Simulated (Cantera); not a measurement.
# Gas-phase reforming

An isothermal, constant-pressure homogeneous reactor starts with 34.8 % CH4, 41.8 % H2O, 23.3 % H2, at 1400 K and 500000 Pa.

Detailed kinetics in Cantera: GRI-Mech 3.0 (53 species, 325 reactions).

| t (s) | x CH4 | x H2O | x H2 | x C2H6 | x CH2 | x O2 |
|---|---|---|---|---|---|---|
| 9.00e-5 | 0.348 | 0.418 | 0.233 | 1.22e-6 | 1.12e-11 | <1e-12 |
| 0.000361 | 0.348 | 0.418 | 0.233 | 1.60e-5 | 2.15e-11 | <1e-12 |
| 0.00145 | 0.348 | 0.418 | 0.234 | 7.23e-5 | 2.52e-11 | <1e-12 |
| 0.00580 | 0.348 | 0.418 | 0.234 | 0.000190 | 3.30e-11 | <1e-12 |
| 0.0232 | 0.345 | 0.418 | 0.236 | 0.000243 | 3.67e-11 | <1e-12 |
| 0.0932 | 0.337 | 0.415 | 0.243 | 0.000265 | 4.26e-11 | <1e-12 |
| 0.373 | 0.308 | 0.408 | 0.267 | 0.000337 | 6.58e-11 | <1e-12 |
| 1.50 | 0.270 | 0.396 | 0.302 | 0.000497 | 1.00e-10 | <1e-12 |
| 6.00 | 0.263 | 0.382 | 0.318 | 0.000482 | 9.16e-11 | <1e-12 |
x: mole fraction; the columns are a selection and need not sum to one.

Equilibrium at this temperature and pressure: CH4 0.000909, H2O 0.0375, H2 0.757, C2H6 2.43e-9, CH2 <1e-12, O2 <1e-12 (gas phase only).
